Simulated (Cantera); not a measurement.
A perfectly stirred reactor is fed with 19.7 % CH4, 78.9 % CO2, 1.32 % H2, at 5.40 bar; it is held at 1898 K, and followed from long to short residence time.

Cantera simulation using GRI-Mech 3.0 (53 species, 325 reactions); the numbers are that mechanism's predictions, not measurements.

x: mole fraction; the columns are a selection and need not sum to one.

| τ (s) | x CH4 | x CO2 | x H2 | x H2O2 | x C2H6 | x CH3 |
|---|---|---|---|---|---|---|
| 20 | 3.88e-5 | 0.229 | 0.0971 | 6.30e-11 | 1.27e-10 | 8.19e-7 |
| 6.0 | 0.000132 | 0.229 | 0.0970 | 6.09e-11 | 1.42e-9 | 2.74e-6 |
| 1.8 | … | 0.230 | 0.0966 | 5.98e-11 | … | … |
| 0.56 | 0.00123 | 0.232 | 0.0955 | 6.00e-11 | 1.24e-7 | 2.55e-5 |
| 0.17 | 0.00315 | 0.239 | 0.0923 | 6.20e-11 | 8.29e-7 | 6.59e-5 |
| 0.052 | 0.00672 | 0.259 | 0.0846 | 6.82e-11 | 4.08e-6 | 0.000146 |
| 0.016 | 0.0124 | 0.302 | 0.0713 | 8.08e-11 | 1.57e-5 | 0.000285 |
| 0.0049 | … | … | … | 9.04e-11 | … | … |

Q: Complete the blanks.

A: 
- 1.8, x CH4: 0.000429
- 1.8, x C2H6: 1.49e-8
- 1.8, x CH3: 8.84e-6
- 0.0049, x CH4: 0.0218
- 0.0049, x CO2: 0.378
- 0.0049, x H2: 0.0579
- 0.0049, x C2H6: 5.35e-5
- 0.0049, x CH3: 0.000520
